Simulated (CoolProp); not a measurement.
A simple Rankine cycle with c-C4F8 (RC318): condensing at 329.15 K, boiler at 2.06 MPa, turbine inlet 388.4 K, turbine efficiency 0.7, pump efficiency 0.8, no recuperator. Each further row changes one setting.

Values from CoolProp's reference Helmholtz-energy equation of state, Platzer 1990. This equation is an older, rougher fit; its heat capacities, sound speeds and derivatives of the liquid may be far off and weren't checked against measurements.

| case | thermal efficiency (%) | net work (kJ/kg) | heat in (kJ/kg) | turbine exit temperature (K) | volume ratio over the turbine |
|---|---|---|---|---|---|
| as stated | 5.7 | (withheld) | 128 | 364.3 | (withheld) |
| turbine inlet 408.4 K | (withheld) | 8.40 | 151 | 387.0 | 3.08 |
| condensing temperature 321.15 K | 6.7 | 9.18 | 138 | (withheld) | (withheld) |
| boiler pressure 1.44 MPa | 3.9 | 5.38 | (withheld) | 375.4 | 2.04 |
| turbine efficiency 0.6 | (withheld) | (withheld) | 128 | 365.6 | 3.32 |

What belongs in the gaps?


- as stated, net work (kJ/kg): 7.34
- as stated, volume ratio over the turbine: 3.30
- turbine inlet 408.4 K, thermal efficiency (%): 5.6
- condensing temperature 321.15 K, turbine exit temperature (K): 360.6
- condensing temperature 321.15 K, volume ratio over the turbine: 4.14
- boiler pressure 1.44 MPa, heat in (kJ/kg): 137
- turbine efficiency 0.6, thermal efficiency (%): 4.8
- turbine efficiency 0.6, net work (kJ/kg): 6.12
